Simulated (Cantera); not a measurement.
Cantera run, input and output.

```python
import numpy as np
import cantera as ct

gas = ct.Solution("h2o2.yaml")
gas.TPX = 623, 560000, {'H2': 1, 'O2': 0.595, 'N2': 2.24}
inlet = ct.Reservoir(gas, clone=True)
gas.equilibrate("HP")  # start burning
reactor = ct.IdealGasConstPressureReactor(gas, energy="on", clone=False)
exhaust = ct.Reservoir(gas, clone=True)
tau = [0.056, 0.024, 0.01, 0.0043, 0.0019, 0.00079, 0.00034, 0.00014, 6.2e-05][0]
for a, b in ((inlet, reactor), (reactor, exhaust)):
    ct.MassFlowController(a, b, mdot=lambda t: reactor.mass / tau)
net = ct.ReactorNet([reactor])
show = ['H2', 'O2', 'OH', 'HO2', 'H', 'H2O2', 'H2O']

rows = []
print(f"{'tau/s':>10s}{'T/K':>9s}" + "".join(f"{s:>11s}" for s in show))
for tau in [0.056, 0.024, 0.01, 0.0043, 0.0019, 0.00079, 0.00034, 0.00014, 6.2e-05]:
    net.initial_time = 0.0
    net.advance(30 * tau)
    before = gas.X
    net.advance(40 * tau)
    drift = np.max(np.abs(gas.X - before) / (gas.X + 1e-9))
    rows.append([gas.T, *gas[show].X, drift])
    print(f"{tau:10.3e}{gas.T:9.1f}" + "".join(f"{x:11.3e}" for x in gas[show].X))
```

Result:

```
     tau/s      T/K         H2         O2         OH        HO2          H       H2O2        H2O
 5.600e-02   2469.2  3.820e-03  2.775e-02  8.806e-03  7.589e-06  5.813e-04  7.541e-07  2.898e-01
 2.400e-02   2468.7  3.858e-03  2.776e-02  8.834e-03  7.616e-06  5.891e-04  7.547e-07  2.898e-01
 1.000e-02   2467.7  3.949e-03  2.778e-02  8.902e-03  7.681e-06  6.083e-04  7.561e-07  2.896e-01
 4.300e-03   2465.2  4.154e-03  2.783e-02  9.053e-03  7.830e-06  6.519e-04  7.596e-07  2.892e-01
 1.900e-03   2460.1  4.590e-03  2.795e-02  9.367e-03  8.159e-06  7.489e-04  7.679e-07  2.885e-01
 7.900e-04   2448.0  5.590e-03  2.821e-02  1.006e-02  8.988e-06  9.935e-04  7.913e-07  2.867e-01
 3.400e-04   2424.7  7.482e-03  2.875e-02  1.126e-02  1.083e-05  1.538e-03  8.477e-07  2.834e-01
 1.400e-04   2380.5  1.093e-02  2.983e-02  1.312e-02  1.509e-05  2.802e-03  9.752e-07  2.773e-01
 6.200e-05   2316.3  1.561e-02  3.151e-02  1.504e-02  2.284e-05  5.090e-03  1.177e-06  2.690e-01
```

Detailed kinetics in Cantera: the H2/O2 subset of GRI-Mech 3.0, which has no nitrogen chemistry. The hydrogen kinetics of GRI-Mech 3.0 are dated; newer H2 mechanisms differ, most at raised pressure.
